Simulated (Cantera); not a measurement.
A closed system holds: 1 mol SiH4, 0.45 mol C3H8, 28 mol H2, 1.2 mol C2H2, at 2425 K and 1.00 bar.

Cantera equilibrium calculation (NASA polynomials, part measured and part estimated; ideal gas, pure solids and liquids). Gases not in the tables: Si2H6 and higher silanes. The numbers say what is thermodynamically allowed, not how fast it happens.

```tsv
species	before	after
H2	0.973	0.998
H	0.0177	0.000941
CH4	0.000161	0.000523
C2H2 (acetylene)	0.00760	0.000450
SiH2	0.000150	2.74e-6
SiC2	0.000110	1.97e-8
Si2C	6.23e-5	1.35e-8
Si	0.000532	6.92e-7
C4H2	2.44e-5	8.12e-8
SiH	0.000156	5.65e-7
CH3	5.35e-5	9.87e-6
C(graphite), mol	2.26	2.70
SiC(s), mol	0.964	1.000
```
Gas species are given as mole fractions.

**Question.** Which change was made?
A) temperature from 2425 K to 1923 K
B) temperature from 2425 K to 2273.15 K
C) temperature from 2425 K to 1623 K
D) temperature from 2425 K to 1148 K

**Answer.** A, temperature from 2425 K to 1923 K
